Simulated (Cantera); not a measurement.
Feed: 1 mol SiH2Cl2, 0.29 mol Cl2, 18 mol N2, equilibrated at 1350 K and 61000 Pa.

These are equilibrium values from Cantera (NASA tables, ideal gas, pure condensed phases), not measurements of a reactor. Candidate condensed phases: NH4Cl, Si, Si3N4; 28 gas species. N2 is the only nitrogen source here; it is nearly inert below about 1500 K, so the nitride shown seldom forms there in practice. The tables' values for SiCl3 are old estimates; treat these amounts as uncertain. Rates play no part.

**Question.** What is the equilibrium state?

**Answer.** 
| Quantity | Result |
|---|---|
| x(N2) | 0.897 |
| x(HCl) | 0.0733 |
| x(H2) | 0.0144 |
| x(SiCl4) | 0.0139 |
| x(SiCl3) | 0.000797 |
| x(SiCl2) | 0.000229 |
| x(SiHCl3) | 0.000156 |
| x(Cl) | 1.55e-6 |
| n(Si3N4(s)) | 0.235 mol |
| gas amount | 19.54 mol |
| log10 activity of Si(s) (absent) | -3.66 |
